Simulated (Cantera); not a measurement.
## Moist CO burnout

An isothermal, constant-pressure homogeneous reactor starts with CO : O2 : H2O : N2 = 0.012 : 0.0029 : 0.084 : 1 (molar parts), at 1350 K and 1280 Torr.

Model: GRI-Mech 3.0 (53 species, 325 reactions), integrated in Cantera.

```csv
t (s),x CO,x O2,x H2O,x CO2,x O,x H2O2
2.00e-6,0.0109,0.00264,0.0764,4.05e-11,3.79e-11,<1e-12
7.69e-6,0.0109,0.00264,0.0764,1.67e-10,1.27e-10,<1e-12
2.96e-5,0.0109,0.00264,0.0764,9.35e-10,3.21e-10,<1e-12
0.000114,0.0109,0.00264,0.0764,1.12e-8,8.17e-10,3.02e-12
0.000437,0.0109,0.00264,0.0764,5.52e-7,1.45e-8,8.56e-11
0.00168,0.00742,0.00182,0.0743,0.00351,6.78e-5,3.34e-7
0.00645,0.00140,1.92e-5,0.0723,0.00955,1.39e-6,2.09e-8
0.0248,0.00122,5.83e-7,0.0722,0.00973,3.88e-8,8.20e-10
0.0953,0.00119,3.16e-8,0.0722,0.00975,1.99e-9,4.50e-11
0.366,0.00119,2.06e-9,0.0722,0.00976,1.22e-10,2.80e-12
1.41,0.00119,1.45e-10,0.0722,0.00976,8.59e-12,<1e-12
5.41,0.00119,1.29e-11,0.0722,0.00976,1.21e-12,<1e-12
20.8,0.00119,6.84e-12,0.0722,0.00976,<1e-12,<1e-12
80.0,0.00119,6.62e-12,0.0722,0.00976,<1e-12,<1e-12
```
x: mole fraction; the columns are a selection and need not sum to one.

Equilibrium at this temperature and pressure: CO 0.00119, O2 6.48e-12, H2O 0.0722, CO2 0.00976, O <1e-12, H2O2 <1e-12 (gas phase only).
